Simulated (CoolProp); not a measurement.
Values from CoolProp's reference Helmholtz-energy equation of state, Gao 2022.

Q: For n-perfluorobutane, give the phase and the isothermal compressibility (1/MPa), fugacity coefficient at 332.5 K and 3.29 MPa; 341.6 K and 3.29 MPa; 386.7 K and 3.29 MPa.

A: 
- 332.5 K and 3.29 MPa: liquid; isothermal compressibility 0.00897, fugacity coefficient 0.212
- 341.6 K and 3.29 MPa: liquid; isothermal compressibility 0.0113, fugacity coefficient 0.254
- 386.7 K and 3.29 MPa: supercritical; isothermal compressibility 0.0912, fugacity coefficient 0.511
